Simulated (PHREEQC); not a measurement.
Consider water at 20 °C with 0.00019 mol H2S, 0.0013 mol NaHCO3 and 0.27 mol ZnCl2 per kg of water. Closed to the air; pH follows from the charge balance.

The numbers come from PHREEQC with the ion-association model, phreeqc.dat.

Question: The ionic strength comes out as 0.689 mol/kgw. What activity coefficients do Na+, ZnHCO3+, Zn+2, ZnCl+, ZnCl3- get?

Answer: Na+ 0.72, ZnHCO3+ 0.75, Zn+2 0.19, ZnCl+ 0.63, ZnCl3- 0.63.

Precipitation was switched off in this run. The solution is supersaturated, for example in Sphalerite (slow to form), so a real one may precipitate; this is no full list. Complexes and solids missing from the database can't appear.
